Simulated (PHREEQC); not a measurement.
A solution holds 0.0077 mol/kgw Cu(BF4)2, 8.1e-05 mol/kgw HCl and 0.00012 mol/kgw KCl, at 30 °C. Closed to the air; pH follows from the charge balance.

All values are PHREEQC results (ion-association model, wateq4f.dat), not measurements.

Task: The ionic strength comes out as 0.0243 mol/kgw. What activity coefficients do Cu+2, BF4-, K+, BF3OH-, CuCl+ get?

Result: Cu+2 0.57, BF4- 0.85, K+ 0.86, BF3OH- 0.85, CuCl+ 0.86.

Precipitation was switched off in this run. Real BF4- forms and hydrolyses slowly; the run takes it at equilibrium.
